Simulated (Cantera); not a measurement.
Input: 1 mol Al, 1.9 mol NH₃, 23 mol H₂, 24 mol N₂, held at 1348.15 K and 0.000700 bar.

Cantera equilibrium calculation (NASA polynomials, part measured and part estimated; ideal gas, pure solids and liquids). Candidate condensed phases: Al, AlN; 13 gas species. Rates play no part.

### Question
What is the equilibrium state?

### Answer
* **x(H₂)**: 0.514
* **x(N₂)**: 0.486
* **x(H)**: 6.28e-5
* **n(AlN(s))**: 1.000 mol
* **gas amount**: 50.30 mol
* **log10 activity of Al(l) (absent)**: -4.89
